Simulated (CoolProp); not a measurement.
Vapour-liquid equilibrium of R125 (1) + R134a (2) at 0.0236 MPa; x and y are mole fractions of (1).

The numbers come from the multi-fluid Helmholtz-energy mixture model, Lemmon 2005 and Tillner-Roth 1994; pair parameters Lemmon 2004 in CoolProp.

Problem. Give the bubble temperature and the first vapour's composition at x = 0.2, 0.35, 0.8. Is there an azeotrope?

Solution. x = 0.2: 213.0 K, y = 0.463; x = 0.35: 209.3 K, y = 0.656; x = 0.8: 201.8 K, y = 0.936. No azeotrope shows between x = 0.05 and 0.95.

The pair parameters rest on a limited set of measurements; away from them the model extrapolates.
